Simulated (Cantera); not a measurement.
An isothermal, constant-pressure homogeneous reactor starts with 6.19 % H2, 93.8 % O2, at 1148 K and 0.0263 atm.

Cantera simulation using the H2/O2 subset of GRI-Mech 3.0, which has no nitrogen chemistry; the numbers are that mechanism's predictions, not measurements. Radical loss at walls, strong at low pressure, is not modelled. The temperature is held fixed by assumption; the heat of reaction is taken as removed at once.

One state of this run: x H2 = 2.37e-6; x O2 = 0.936; x O = 6.14e-5; x H2O2 = 4.41e-8; x HO2 = 3.37e-7; x OH = 0.000148. x: mole fraction; the columns are a selection and need not sum to one.

Which value of t (s) does it belong to?
A. 14.1
B. 0.000405
C. 40.0
D. 0.215

D, 0.215
